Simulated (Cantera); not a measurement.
Charge: 1 mol SF6, 0.36 mol O2, held at 3025 K and 270 Pa.

Method: chemical equilibrium by Gibbs-energy minimisation in Cantera with the NASA 1993 tables (ideal gas, pure condensed phases). Candidate condensed phases: S; 25 gas species. Equilibrium is a limit: real reactors are often held back by kinetics, nucleation or transport.

Base state: F 0.790, S 0.116, O 0.0781, SO 0.0139, O2 0.00108, S2 0.000492, SO2 0.000344, SF 0.000325 (mole fractions); condensed: gas only.

What changes in the equilibrium state with this change: O2 from 0.36 to 0.56 mol?


| species | before | after |
|---|---|---|
| F | 0.790 | 0.756 |
| O | 0.0781 | 0.116 |
| S | 0.116 | 0.105 |
| SO | 0.0139 | 0.0188 |
| O2 | 0.00108 | 0.00240 |
| SO2 | 0.000344 | 0.000691 |
| S2 | 0.000492 | 0.000406 |
